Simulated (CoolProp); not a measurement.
The fluid at 293.15 K and 20.2 MPa flows at 1.7 m/s in a round tube of 20 mm bore and 15 µm roughness, fully developed (64/Re and Nu = 3.66 if laminar; Colebrook and Gnielinski if turbulent). The same conditions are run with several fluids, on thermodynamics alone (safety and materials aside).

Values from CoolProp's reference Helmholtz-energy equation of state of each fluid (R142b: Lemmon 2006; ammonia: Gao 2020; R141b: Lemmon 2006; R227EA: Lemmon 2016; n-octane: Beckmüller 2019).

Question: Rank R142b, ammonia, R141b, R227EA, n-octane by Reynolds number, highest first.

Answer: R227EA (141000), ammonia (138000), R142b (131000), R141b (81900), n-octane (36800)

```
fluid     Darcy friction factor  pressure drop (Pa/m)  heat-transfer coefficient (W/(m² K))  mass flow (kg/h)
--------  ---------------------  --------------------  ------------------------------------  ----------------
R142b                    0.0207                  1760                                  3190              2260
ammonia                  0.0206                   932                                 11000              1200
R141b                    0.0218                  2010                                  2610              2460
R227EA                   0.0206                  2240                                  3000              2900
n-octane                 0.0245                  1270                                  2130              1380
```

Transport values come from each fluid's own correlations; those of R142b, R141b, R227EA are estimates that may be off by 10 % or more.
